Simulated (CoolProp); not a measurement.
Vapour-liquid equilibrium of R152A (1) + isobutene (2) at 0.346 MPa; x and y are mole fractions of (1).

The numbers come from the multi-fluid Helmholtz-energy mixture model, Outcalt 1996 and Lemmon 2005; pair parameters Bell 2016 in CoolProp.

Problem. Give the bubble temperature and the first vapour's composition at x = 0.15, 0.35, 0.65. Is there an azeotrope?

Solution. x = 0.15: 17.8 °C, y = 0.370; x = 0.35: 11.4 °C, y = 0.565; x = 0.65: 7.7 °C, y = 0.726. y crosses x between x = 0.75 and 0.85: the model has an azeotrope there.

Pair parameters are fitted to limited data, so mixtures are less certain than the pure fluids.
